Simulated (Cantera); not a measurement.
# Diamond growth

A diamond (100) surface in a fixed gas of H2 with x(CH4) = 0.0041, x(CH3) = 3e-05, at 950 K, 22000 Pa; coverages are run to steady state.

Model: the Harris–Goodwin 1993 mechanism for the reconstructed diamond (100) surface, integrated in Cantera.

```json
[
 {"x(H)": "0.0001", "growth (µm/h)": "1.72", "θ c6HH": "0.554", "θ c6H*": "0.0112", "θ c6*H": "0.266", "θ c6**": "0.00339", "θ c6HM": "0.128"},
 {"x(H)": "0.00025", "growth (µm/h)": "2.21", "θ c6HH": "0.596", "θ c6H*": "0.0127", "θ c6*H": "0.301", "θ c6**": "0.00491", "θ c6HM": "0.0655"},
 {"x(H)": "0.00062", "growth (µm/h)": "2.50", "θ c6HH": "0.622", "θ c6H*": "0.0135", "θ c6*H": "0.320", "θ c6**": "0.00589", "θ c6HM": "0.0299"},
 {"x(H)": "0.0015", "growth (µm/h)": "2.64", "θ c6HH": "0.634", "θ c6H*": "0.0139", "θ c6*H": "0.329", "θ c6**": "0.00637", "θ c6HM": "0.0130"},
 {"x(H)": "0.0038", "growth (µm/h)": "2.71", "θ c6HH": "0.639", "θ c6H*": "0.0142", "θ c6*H": "0.333", "θ c6**": "0.00661", "θ c6HM": "0.00527"},
 {"x(H)": "0.0095", "growth (µm/h)": "2.74", "θ c6HH": "0.642", "θ c6H*": "0.0145", "θ c6*H": "0.334", "θ c6**": "0.00674", "θ c6HM": "0.00213"},
 {"x(H)": "0.024", "growth (µm/h)": "2.76", "θ c6HH": "0.643", "θ c6H*": "0.0152", "θ c6*H": "0.334", "θ c6**": "0.00685", "θ c6HM": "0.000849"},
 {"x(H)": "0.059", "growth (µm/h)": "2.80", "θ c6HH": "0.643", "θ c6H*": "0.0167", "θ c6*H": "0.333", "θ c6**": "0.00704", "θ c6HM": "0.000349"},
 {"x(H)": "0.15", "growth (µm/h)": "2.90", "θ c6HH": "0.643", "θ c6H*": "0.0204", "θ c6*H": "0.329", "θ c6**": "0.00750", "θ c6HM": "0.000141"}
]
```
θ: site fractions in the mechanism's names (c6HH fully hydrogenated, c6H* and c6*H radical sites, c6** diradical, c6HM methylated).
